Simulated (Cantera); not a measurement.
A perfectly stirred reactor is fed with NO : N2 = 1 : 0.63 (molar parts), at 0.0200 bar; it is held at 1750 K, and followed from long to short residence time.

Computed with Cantera and GRI-Mech 3.0 (53 species, 325 reactions). Radical loss at walls, strong at low pressure, is not modelled.

Problem. What does this change do: N2 0.63 to 1.4 parts?

Solution. 
| quantity | before | after |
|---|---|---|
| x(NO) at τ = 22.0 s | 0.556 | 0.388 |
| x(N2) at τ = 22.0 s | 0.415 | 0.598 |
| x(O) at τ = 22.0 s | 0.000111 | 8.13e-5 |
| x(NO2) at τ = 22.0 s | 7.74e-5 | 3.95e-5 |
| x(N2O) at τ = 22.0 s | 0.000101 | 5.13e-5 |
| x(NO) at τ = 38.0 ms | 0.613 | 0.417 |
| x(N2) at τ = 38.0 ms | 0.387 | 0.583 |
| x(O) at τ = 38.0 ms | 2.60e-5 | 1.51e-5 |
| x(NO2) at τ = 38.0 ms | 1.15e-5 | 4.96e-6 |
| x(N2O) at τ = 38.0 ms | 3.22e-5 | 1.49e-5 |
